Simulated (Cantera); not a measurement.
**Moist CO burnout**

An isothermal, constant-pressure homogeneous reactor starts with CO : O2 : H2O : N2 = 0.016 : 0.0085 : 0.00013 : 1 (molar parts), equivalence ratio 0.94, at 1323 K and 750 Torr.

Model: GRI-Mech 3.0 (53 species, 325 reactions), integrated in Cantera.

```csv
t (s),x CO,x O2,x H2O,x O,x N2O,x NO2,x NO
3.00e-5,0.0156,0.00830,0.000127,1.12e-9,<1e-12,<1e-12,<1e-12
8.77e-5,0.0156,0.00830,0.000127,3.25e-9,<1e-12,<1e-12,<1e-12
0.000256,0.0156,0.00830,0.000127,9.40e-9,<1e-12,<1e-12,<1e-12
0.000750,0.0156,0.00830,0.000127,2.82e-8,7.73e-12,<1e-12,<1e-12
0.00219,0.0156,0.00830,0.000127,1.27e-7,8.17e-11,<1e-12,<1e-12
0.00641,0.0156,0.00829,0.000127,4.84e-6,4.14e-9,<1e-12,5.40e-12
0.0187,0.0106,0.00539,5.59e-5,0.000866,1.21e-6,2.27e-9,1.08e-6
0.0548,0.00275,0.00178,8.99e-5,0.000185,7.63e-7,6.16e-9,5.05e-6
0.160,0.000819,0.000883,0.000117,3.39e-5,6.91e-7,8.38e-9,6.11e-6
0.468,0.000255,0.000612,0.000124,7.91e-6,6.82e-7,1.41e-8,6.54e-6
1.37,6.82e-5,0.000521,0.000127,1.90e-6,4.67e-7,2.47e-8,6.76e-6
4.00,1.47e-5,0.000495,0.000127,4.07e-7,1.36e-7,3.26e-8,6.81e-6
```
x: mole fraction; the columns are a selection and need not sum to one.

Equilibrium at this temperature and pressure: CO 1.74e-7, O2 0.000480, H2O 0.000128, O 5.86e-9, N2O 1.80e-9, NO2 1.16e-8, NO 2.46e-5 (gas phase only).
